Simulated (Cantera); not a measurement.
An isothermal, constant-pressure homogeneous reactor starts with H2 : O2 : N2 = 0.084 : 1 : 0.63 (molar parts), at 1375 K and 525 Torr.

Model: the H2/O2 subset of GRI-Mech 3.0, which has no nitrogen chemistry, integrated in Cantera. The temperature is held fixed by assumption; the heat of reaction is taken as removed at once.

One state of this run: x H2 = 0.000252; x O2 = 0.569; x HO2 = 3.88e-5; x OH = 0.00199; x O = 0.00432; x H2O2 = 1.40e-6. x: mole fraction; the columns are a selection and need not sum to one.

Which value of t (s) does it belong to?
A) 1.09
B) 0.0809
C) 0.297
D) 0.000121

D, 0.000121
